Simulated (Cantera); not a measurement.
An adiabatic, constant-pressure homogeneous reactor starts with CH4 : C2H6 : C3H8 : O2 : N2 : H2O = 1 : 0.16 : 0.18 : 2.66 : 10 : 0.43 (molar parts), equivalence ratio 1.3, at 1400 K and 1.10 bar. Integrator tolerance rtol = 1e-08.

Detailed kinetics in Cantera: GRI-Mech 3.0 (53 species, 325 reactions). GRI-Mech 3.0 was tuned for natural gas; its chemistry of propane as a main component is partial and can be far from experiment.

Q: What does this change do: pressure from 1.10 bar to 10.0 bar?

A: 
| quantity | before | after |
|---|---|---|
| time of steepest temperature rise | 0.325 ms | 79.6 µs |
| temperature at 3.00 s | 2699 K | 2817 K |
| equilibrium temperature | 2699 K | 2817 K |
| x(CH4) at 3.00 s | <1e-12 (gas-phase equilibrium <1e-12) | 2.16e-12 (gas-phase equilibrium 2.53e-12) |
| x(C2H6) at 3.00 s | <1e-12 (gas-phase equilibrium <1e-12) | <1e-12 (gas-phase equilibrium <1e-12) |
| x(C3H8) at 3.00 s | <1e-12 (gas-phase equilibrium <1e-12) | <1e-12 (gas-phase equilibrium <1e-12) |
| x(CH2CO) at 3.00 s | <1e-12 (gas-phase equilibrium <1e-12) | <1e-12 (gas-phase equilibrium <1e-12) |
| x(C2H2) at 3.00 s | <1e-12 (gas-phase equilibrium <1e-12) | <1e-12 (gas-phase equilibrium <1e-12) |

Q: What does this change do: pressure from 1.10 bar to 0.360 bar?

A: 
| quantity | before | after |
|---|---|---|
| time of steepest temperature rise | 0.325 ms | 0.650 ms |
| temperature at 3.00 s | 2699 K | 2628 K |
| equilibrium temperature | 2699 K | 2628 K |
| x(CH4) at 3.00 s | <1e-12 (gas-phase equilibrium <1e-12) | <1e-12 (gas-phase equilibrium <1e-12) |
| x(C2H6) at 3.00 s | <1e-12 (gas-phase equilibrium <1e-12) | <1e-12 (gas-phase equilibrium <1e-12) |
| x(C3H8) at 3.00 s | <1e-12 (gas-phase equilibrium <1e-12) | <1e-12 (gas-phase equilibrium <1e-12) |
| x(CH2CO) at 3.00 s | <1e-12 (gas-phase equilibrium <1e-12) | <1e-12 (gas-phase equilibrium <1e-12) |
| x(C2H2) at 3.00 s | <1e-12 (gas-phase equilibrium <1e-12) | <1e-12 (gas-phase equilibrium <1e-12) |
